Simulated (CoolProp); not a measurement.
Values from CoolProp's reference Helmholtz-energy equation of state, Thol 2018.

**Question.** For hydrogen chloride, give the phase and the cp (kJ/(kg K)), cv (kJ/(kg K)) at 259.6 K and 0.861 MPa; 353.3 K and 0.861 MPa; 388.5 K and 0.861 MPa.

**Answer.** 
- 259.6 K and 0.861 MPa: gas; cp 1.00, cv 0.659
- 353.3 K and 0.861 MPa: gas; cp 0.846, cv 0.587
- 388.5 K and 0.861 MPa: gas; cp 0.831, cv 0.581
